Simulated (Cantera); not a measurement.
## Low-pressure radical oxidation in H2/O2

An isothermal, constant-pressure homogeneous reactor starts with 8.68 % H2, 91.3 % O2, equivalence ratio 0.048, at 1350 K and 0.00148 atm.

Detailed kinetics in Cantera: the H2/O2 subset of GRI-Mech 3.0, which has no nitrogen chemistry. Radical loss at walls, strong at low pressure, is not modelled. The temperature is held fixed by assumption; the heat of reaction is taken as removed at once.

```tsv
t (s)	x H2	x O2	x H2O2	x HO2	x H2O
5.00e-5	0.0868	0.913	<1e-12	5.08e-9	3.25e-11
0.000128	0.0868	0.913	2.13e-12	1.30e-8	4.84e-10
0.000327	0.0868	0.913	1.38e-11	3.32e-8	6.44e-9
0.000836	0.0868	0.913	8.94e-11	8.49e-8	8.20e-8
0.00214	0.0868	0.913	5.68e-10	2.17e-7	1.80e-6
0.00547	0.0858	0.913	3.15e-9	4.79e-7	0.000636
0.0140	0.00269	0.846	1.37e-8	3.96e-7	0.0712
0.0358	0.00228	0.846	1.25e-8	3.89e-7	0.0723
0.0914	0.00225	0.847	1.25e-8	3.89e-7	0.0726
0.234	0.00217	0.850	1.25e-8	3.87e-7	0.0734
0.598	0.00197	0.856	1.26e-8	3.82e-7	0.0754
1.53	0.00153	0.869	1.25e-8	3.65e-7	0.0792
3.91	0.000841	0.888	1.12e-8	3.08e-7	0.0845
10.0	0.000265	0.902	7.67e-9	1.87e-7	0.0883
```
x: mole fraction; the columns are a selection and need not sum to one.

Equilibrium at this temperature and pressure: H2 5.04e-7, O2 0.909, H2O2 2.65e-10, HO2 3.32e-8, H2O 0.0906 (gas phase only).
